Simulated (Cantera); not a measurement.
A perfectly stirred reactor is fed with CH₃OH : O₂ : N₂ = 0.0054 : 0.016 : 1 (molar parts), equivalence ratio 0.51, at 2100 Torr; it is held at 1425 K, and followed from long to short residence time.

Computed with Cantera and GRI-Mech 3.0 (53 species, 325 reactions). GRI-Mech 3.0 was tuned for natural gas; its chemistry of methanol as a main component is partial and can be far from experiment.

**Question.** What does this change do: 0.055 parts CH4 added?

**Answer.** 
| quantity | before | after |
|---|---|---|
| x(CH₃OH) at τ = 1.70 s | 3.99e-7 | 8.50e-6 |
| x(O₂) at τ = 1.70 s | 0.00772 | 0.000463 |
| x(H₂O) at τ = 1.70 s | 0.0105 | 0.0152 |
| x(C₂H) at τ = 1.70 s | <1e-12 | 1.61e-10 |
| x(NO) at τ = 1.70 s | 1.55e-6 | 2.84e-10 |
| x(CH₃OH) at τ = 15.0 ms | 7.20e-6 | 0.000600 |
| x(O₂) at τ = 15.0 ms | 0.00791 | 0.00834 |
| x(H₂O) at τ = 15.0 ms | 0.0104 | 0.00792 |
| x(C₂H) at τ = 15.0 ms | <1e-12 | 7.43e-11 |
| x(NO) at τ = 15.0 ms | 8.72e-7 | 3.72e-10 |
GRI-Mech 3.0 stops at C3 and has no aromatics, soot or wall deposition, so with more carbon than oxygen in the feed, carbon stays in small species such as C2H2 where larger ones or solid carbon would form.
